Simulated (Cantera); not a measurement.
An adiabatic, constant-volume homogeneous reactor starts with 8.90 % CH₄, 19.1 % O₂, 72.0 % N₂, at 1525 K and 1100000 Pa.

Model: GRI-Mech 3.0 (53 species, 325 reactions), integrated in Cantera. Above 3000 K some thermodynamic fits are extrapolated.

Predict: time of steepest temperature rise; temperature at 2.00 s; equilibrium temperature; x(O₂) at 2.00 s; x(NO₂) at 2.00 s; x(HCN) at 2.00 s.


| Item | Value |
|---|---|
| time of steepest temperature rise | 0.125 ms |
| temperature at 2.00 s | 3089 K |
| equilibrium temperature | 3089 K |
| x(O₂) at 2.00 s | 0.0218 (gas-phase equilibrium 0.0218) |
| x(NO₂) at 2.00 s | 1.34e-5 (gas-phase equilibrium 1.34e-5) |
| x(HCN) at 2.00 s | 1.26e-8 (gas-phase equilibrium 1.26e-8) |
